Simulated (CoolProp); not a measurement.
Carbonyl sulfide along the isobar 2.59 MPa: fugacity coefficient from the reference equation and from simpler models built on Tc = 378.8 K, pc = 6.369 MPa, ω = 0.098; each cubic takes its own stable root.

The numbers come from the reference Helmholtz-energy equation of state, Lemmon 2006 in CoolProp. It is a short technical equation, of lower accuracy than the large ones.

```csv
T (K),phase,reference
261.8,liquid,0.1723
276.6,liquid,0.2622
291.5,liquid,0.3787
306.3,liquid,0.5207
321.1,liquid,0.6875
335.9,gas,0.8042
350.8,gas,0.8295
365.6,gas,0.8503
```

Problem. How far does each simpler model (van der Waals, Peng-Robinson) lie from the reference over these 8 states: mean and median of the absolute difference, and the worst?

Solution. 
- van der Waals: mean 50.8 %, median 35.9 %, worst +145.7 % at 261.8 K and 2.59 MPa
- Peng-Robinson: mean 0.9 %, median 0.8 %, worst -1.7 % at 365.6 K and 2.59 MPa

At some of these states van der Waals gives the other phase, because its saturation line lies elsewhere.
